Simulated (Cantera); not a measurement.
Feed: 1 mol FeS, 0.16 mol SO2, a varied amount of H2O, 0.053 mol H2S, at 1048.15 K and 4700 Pa.

Equilibrium computed with Cantera from the NASA thermochemical tables; the gas is ideal and each condensed phase is pure. Candidate condensed phases: Fe, FeO, Fe(OH)2, Fe(OH)3, FeS, FeSO4, FeS2, Fe2O3, Fe2(SO4)3, Fe3O4, H2O, H2SO4, S; 22 gas species. Mutual solubility and eutectic melting of coexisting phases are not modelled. FeS: taken at fixed stoichiometry. Gases not in the tables: S3 to S7. Kinetics and transport are ignored.

Question: Which condensed phases are stable at each of these points (n(H2O) (mol)): 0.36, 0.48, 0.62, 0.82, 1.1, 1.4, 1.8, 2.4, 3.2, 4.1?

Answer: 
| n(H2O) (mol) | condensed phases | Fe condensed (%) |
|---|---|---|
| 0.36 | FeS(s) | 100.0 |
| 0.48 | FeS(s) | 100.0 |
| 0.62 | FeS(s) | 100.0 |
| 0.82 | FeS(s) | 100.0 |
| 1.1 | FeS(s) | 100.0 |
| 1.4 | FeS(s) | 100.0 |
| 1.8 | FeS(s) | 100.0 |
| 2.4 | FeS(s) + Fe3O4(s) | 100.0 |
| 3.2 | FeS(s) + Fe3O4(s) | 100.0 |
| 4.1 | FeS(s) + Fe3O4(s) | 100.0 |

From 0.36 mol H2O to 1.8 mol H2O the condensed part is FeS(s). From 2.4 mol H2O to 4.1 mol H2O the condensed part is FeS(s) + Fe3O4(s).
